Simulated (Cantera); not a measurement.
C₂F₆ (fluorocarbon and chlorocarbon gases)

Charge: 1 mol C₂F₆, equilibrated at 10000 Pa.

Method: chemical equilibrium by Gibbs-energy minimisation in Cantera with the NASA 1993 tables (ideal gas, pure condensed phases). Candidate condensed phases: C; 13 gas species. The feed counts by its element totals alone. The tables' values for C₂F₄ are old estimates; treat these amounts as uncertain. Gases not in the tables: C₂F₆ and larger saturated fluorocarbons. Rates play no part.

From 2400 °C to 2475 °C nothing is condensed. From 2550 °C to 2925 °C the condensed part is C(graphite). From 3000 °C to 3075 °C nothing is condensed. The main C-bearing gas is CF₂ at 2400 °C and CF at 3075 °C.

| T (°C) | log p F | log p CF₂ | log p CF | log p CF₄ | log p C₃ | log p CF₃ | n C(graphite) |
|---|---|---|---|---|---|---|---|
| 2400 | -1.36 | -1.33 | -2.80 | -2.18 | -5.71 | -2.74 | 0 |
| 2475 | -1.32 | -1.34 | -2.58 | -2.58 | -5.01 | -2.90 | 0 |
| 2550 | -1.28 | -1.38 | -2.39 | -3.00 | -4.38 | -3.09 | 0.0403 |
| 2625 | -1.23 | -1.46 | -2.26 | -3.41 | -4.00 | -3.29 | 0.177 |
| 2700 | -1.19 | -1.55 | -2.16 | -3.84 | -3.63 | -3.51 | 0.300 |
| 2775 | -1.17 | -1.65 | -2.06 | -4.28 | -3.29 | -3.74 | 0.379 |
| 2850 | -1.15 | -1.77 | -1.98 | -4.73 | -2.96 | -3.99 | 0.370 |
| 2925 | -1.14 | -1.90 | -1.91 | -5.20 | -2.65 | -4.26 | 0.205 |
| 3000 | -1.13 | -2.06 | -1.88 | -5.68 | -2.45 | -4.54 | 0 |
| 3075 | -1.12 | -2.24 | -1.89 | -6.15 | -2.39 | -4.84 | 0 |
log p: log10 of the partial pressure in bar; n: condensed amount in mol.
